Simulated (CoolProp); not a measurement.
Carbon monoxide at 288.26 K and 0.418 MPa is throttled through a valve to 0.154 MPa with no heat exchange. Each further row changes one setting.

Model: reference Helmholtz-energy equation of state, Lemmon 2006, in CoolProp. It is a short technical equation, of lower accuracy than the large ones.

```tsv
case	temperature change (K)	final density (kg/m³)
as stated	-0.7	1.81
outlet pressure 0.0462 MPa	-1.0	0.542
outlet pressure 0.2 MPa	-0.6	2.34
```
